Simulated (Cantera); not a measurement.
Thermodynamics of silicon etching in halogen gases, feed Si + Br₂ + H₂

Charge: 1 mol Si, 9.3 mol Br₂, 0.18 mol H₂, held at 29.0 mbar.

Method: chemical equilibrium by Gibbs-energy minimisation in Cantera with the NASA 1993 tables (ideal gas, pure condensed phases). Candidate condensed phases: Br₂, Si; 19 gas species. The tables' values for SiBr₃ are old estimates; treat these amounts as uncertain. Equilibrium is a limit: real reactors are often held back by kinetics, nucleation or transport.

```tsv
T (°C)	log p Br₂	log p Br	log p SiBr₄	log p HBr	log p SiBr₃	log p SiBr₂	log p H₂	log p H
425	-1.61	-5.25	-2.47	-2.91	<-13	<-13	-12.98	<-13
575	-1.62	-3.97	-2.47	-2.91	-10.91	<-13	-11.56	<-13
725	-1.63	-3.07	-2.47	-2.92	-8.82	-12.77	-10.56	<-13
875	-1.68	-2.42	-2.50	-2.94	-7.28	-10.10	-9.81	-12.05
1025	-1.83	-1.98	-2.55	-3.00	-6.08	-7.99	-9.21	-10.57
1175	-2.15	-1.73	-2.64	-3.08	-5.08	-6.16	-8.60	-9.34
1325	-2.62	-1.62	-2.72	-3.14	-4.17	-4.48	-7.89	-8.22
```
log p: log10 of the partial pressure in bar; nothing condenses.

From 425 °C to 1325 °C nothing is condensed. The main Si-bearing gas is SiBr₄ throughout.
